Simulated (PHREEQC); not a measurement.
Dissolve 0.019 mol HBr and 0.11 mol NaCl per kg of water at 25 °C. It is in equilibrium with CO2 at log p = -3.4 (atm). Otherwise closed; pH follows from the charge balance.

Computed with PHREEQC (ion-association model, wateq4f.dat).

Precipitation was switched off in this run.

Task: Estimate the pH.

Result: pH 1.81.

Species that the database lacks are ignored.
